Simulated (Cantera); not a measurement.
Input: 1 mol SiH₂Cl₂, 1.5 mol N₂O, 1.9 mol N₂, held at 1252 °C and 0.0133 bar.

Cantera equilibrium calculation (NASA polynomials, part measured and part estimated; ideal gas, pure solids and liquids). Candidate condensed phases: H₂O, NH₄Cl, Si, SiO₂, Si₂N₂O, Si₃N₄; 47 gas species. Mutual solubility and eutectic melting of coexisting phases are not modelled. The tables' values for SiCl₃ are old estimates; treat these amounts as uncertain. The tables hold silica as quartz up to 1696 K and as liquid above; real silica turns to tridymite and cristobalite and melts near 1996 K. The numbers say what is thermodynamically allowed, not how fast it happens.

Base state: N₂ 0.627, HCl 0.325, H₂ 0.0272, SiCl₂ 0.00868, SiCl₄ 0.00603, SiCl₃ 0.00420, SiO 0.00159, Cl 0.000324 (mole fractions); condensed: SiO₂(β-quartz) + Si₂N₂O(s).

Task: What changes in the equilibrium state with this change: temperature from 1252 °C to 1627 °C?

Result: 
```
species                 before     after
--------------------  --------  --------
N₂                       0.627     0.574
HCl                      0.325     0.316
SiO                    0.00159    0.0800
H₂                      0.0272    0.0101
Cl                    0.000324    0.0163
SiCl₄                  0.00603   3.94e-5
SiHCl₃                 5.71e-5   3.99e-7
Cl₂                    2.94e-7   1.46e-5
H₂O                    4.48e-6  0.000132
SiO₂(β-quartz), mol      0.697         0
Si₂N₂O(s), mol          0.0973         0
SiO₂(condensed), mol         0     0.513
```

Task: What changes in the equilibrium state with this change: SiH₂Cl₂ replaced by TEOS?

Result: 
```json
[
 {"species": "H₂", "before": "0.0272", "after": "0.558"},
 {"species": "CO", "before": "0", "after": "0.279"},
 {"species": "N₂", "before": "0.627", "after": "0.162"},
 {"species": "HCl", "before": "0.325", "after": "0"},
 {"species": "SiO", "before": "0.00159", "after": "0.000563"},
 {"species": "SiCl₂", "before": "0.00868", "after": "0"},
 {"species": "SiCl₄", "before": "0.00603", "after": "0"},
 {"species": "SiCl₃", "before": "0.00420", "after": "0"},
 {"species": "HCN", "before": "0", "after": "0.000378"},
 {"species": "SiO₂(β-quartz), mol", "before": "0.697", "after": "0"},
 {"species": "Si₂N₂O(s), mol", "before": "0.0973", "after": "0.495"},
 {"species": "C(graphite), mol", "before": "0", "after": "3.00"}
]
```
The feed counts by its element totals alone. Further candidate phases: C, C₆H₆, C₇H₈, C₈H₁₈, SiC.

Task: What changes in the equilibrium state with this change: N₂O from 1.5 to 0.11 mol?

Result: 
```tsv
species	before	after
N₂	0.627	0.464
HCl	0.325	0.275
H₂	0.0272	0.140
SiCl₂	0.00868	0.0949
SiCl₃	0.00420	0.0171
SiO	0.00159	2.73e-5
SiHCl₃	5.71e-5	0.000528
Cl	0.000324	0.000121
SiO₂(β-quartz), mol	0.697	0
Si₂N₂O(s), mol	0.0973	0.110
Si₃N₄(s), mol	0	0.114
```
